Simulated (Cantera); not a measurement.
Feed: 1 mol SiH4, 45 mol N2, 1.4 mol H2.

These are equilibrium values from Cantera (NASA tables, ideal gas, pure condensed phases), not measurements of a reactor. Candidate condensed phases: Si, Si3N4; 18 gas species. N2 is the only nitrogen source here; it is nearly inert below about 1500 K, so the nitride shown seldom forms there in practice. Rates play no part.

Task: What condenses at these points (T in °C, P in Pa): (1352, 17); (752, 100000); (1802, 5); (902, 17); (1052, 100000); (1052, 8400)?

Result: 
```tsv
T (°C)	P in Pa	condensed phases	Si condensed (%)
1352	17	Si	95.1
752	100000	Si3N4	100.0
1802	5	gas only	0.0
902	17	Si3N4	100.0
1052	100000	Si3N4	100.0
1052	8400	Si3N4	100.0
```
